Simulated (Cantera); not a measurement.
Feed: 1 mol SF₆, 8.6 mol H₂O, 0.13 mol O₂, at 2498.15 K and 4300 Pa.

Equilibrium computed with Cantera from the NASA thermochemical tables; the gas is ideal and each condensed phase is pure. The numbers say what is thermodynamically allowed, not how fast it happens.

```csv
species,before,after
HF,0.426,0.466
H₂O,0.326,0.435
SO₃,5.77e-6,0.0568
SO₂,0.0636,0.0207
OH,0.0409,<1e-9
H₂,0.0393,<1e-9
H,0.0238,<1e-9
O,0.0163,<1e-9
O₂,0.0557,0.0205
SO,0.00717,<1e-9
F,0.000537,<1e-9
S,0.000203,<1e-9
H₂SO₄,<1e-9,0.000180
HSO₃F,<1e-9,0.000104
SH,3.32e-5,<1e-9
```
Gas species are given as mole fractions.

Problem. Name the change that produced these shifts.
A. temperature from 2498.15 K to 998.15 K
B. temperature from 2498.15 K to 1350 K
C. temperature from 2498.15 K to 973 K
D. temperature from 2498.15 K to 750 K

Solution. D, temperature from 2498.15 K to 750 K
